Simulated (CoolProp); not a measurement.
The fluid at 315.57 K and 8.51 MPa (liquid) is heated at constant pressure to 386 K. The same conditions are run with several fluids, on thermodynamics alone (safety and materials aside).

The numbers come from the reference Helmholtz-energy equation of state of each fluid (R113: Marx 1992; R227EA: Lemmon 2016; R21: Platzer 1990; methanol: de Reuck 1993; n-decane: Lemmon 2006) in CoolProp. The equations of Platzer and Polt are older, rougher fits.

```tsv
fluid	heat (kJ/kg)	final phase	final density (kg/m³)
R113	67.2	liquid	1380
R227EA	88.7	supercritical	1060
R21	76.7	liquid	1160
methanol	206	liquid	709
n-decane	168	liquid	668
```
